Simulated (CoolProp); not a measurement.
Cyclopropane along the isobar 87.3 bar: fugacity coefficient from the reference equation and from simpler models built on Tc = 125.5 °C, pc = 56.05 bar, ω = 0.131; each cubic takes its own stable root.

Model: reference Helmholtz-energy equation of state, Polt 1992, in CoolProp. This equation is an older, rougher fit; its heat capacities, sound speeds and derivatives of the liquid may be far off and weren't checked against measurements.

```tsv
T (°C)	phase	reference
108.65	liquid	0.3894
114.75	liquid	0.4177
120.85	liquid	0.4461
126.95	supercritical	0.4746
133.05	supercritical	0.5028
139.05	supercritical	0.5299
145.15	supercritical	0.5564
151.25	supercritical	0.5813
157.35	supercritical	0.6040
163.35	supercritical	0.6240
169.45	supercritical	0.6422
175.55	supercritical	0.6585
181.65	supercritical	0.6734
187.65	supercritical	0.6869
193.75	supercritical	0.6995
199.85	supercritical	0.7112
```

Q: How far does each simpler model (van der Waals, Peng-Robinson) lie from the reference over these 16 states: mean and median of the absolute difference, and the worst?

A: 
- van der Waals: mean 4.7 %, median 1.6 %, worst +18.0 % at 108.65 °C and 87.3 bar
- Peng-Robinson: mean 2.3 %, median 2.4 %, worst -2.9 % at 163.35 °C and 87.3 bar
